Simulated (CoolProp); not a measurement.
A Linde-Hampson liquefier for dry air: isothermal reversible compression at 200 K from 1 atm to 5 MPa, throttling to 1 atm, return gas leaving the recuperator 0 K below the feed. Each further row changes one setting.

The numbers come from the reference Helmholtz-energy equation of state, Lemmon 2000 in CoolProp. It is a pseudo-pure fit of the blend.

```json
[
 {"case": "as stated", "liquid yield per pass": "…", "compression work (kJ/kg of gas)": "217"},
 {"case": "high pressure 10 MPa", "liquid yield per pass": "…", "compression work (kJ/kg of gas)": "…"},
 {"case": "warm-end temperature 230 K", "liquid yield per pass": "…", "compression work (kJ/kg of gas)": "253"},
 {"case": "warm-end gap 5 K", "liquid yield per pass": "…", "compression work (kJ/kg of gas)": "217"}
]
```

Q: Some entries are withheld; supply them.

A: 
- as stated, liquid yield per pass: 0.077
- high pressure 10 MPa, liquid yield per pass: 0.157
- high pressure 10 MPa, compression work (kJ/kg of gas): 251
- warm-end temperature 230 K, liquid yield per pass: 0.052
- warm-end gap 5 K, liquid yield per pass: 0.063
